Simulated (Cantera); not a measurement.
A closed system holds: 1 mol Pb, 0.045 mol CO, 3.2 mol H2, equilibrated at 7.70 mbar.

Method: chemical equilibrium by Gibbs-energy minimisation in Cantera with the NASA 1993 tables (ideal gas, pure condensed phases). Candidate condensed phases: C, C6H6, C7H8, C8H18, H2O, Pb, PbO, PbO2, Pb3O4; 113 gas species. Equilibrium is a limit: real reactors are often held back by kinetics, nucleation or transport. All values below are at 948 K.

Base state: H2 0.985, CO 0.0135, Pb 0.000622, CH4 0.000361, H2O 0.000352 (mole fractions); condensed: Pb(l).

**Question.** What changes in the equilibrium state with this change: pressure from 7.70 mbar to 0.510 bar?

**Answer.** 
```json
[
 {"species": "H2", "before": "0.985", "after": "0.975"},
 {"species": "CH4", "before": "0.000361", "after": "0.0111"},
 {"species": "H2O", "before": "0.000352", "after": "0.0110"},
 {"species": "CO", "before": "0.0135", "after": "0.00304"},
 {"species": "Pb", "before": "0.000622", "after": "9.39e-6"},
 {"species": "CO2", "before": "8.73e-6", "after": "6.21e-5"},
 {"species": "Pb(l), mol", "before": "0.998", "after": "1.000"}
]
```
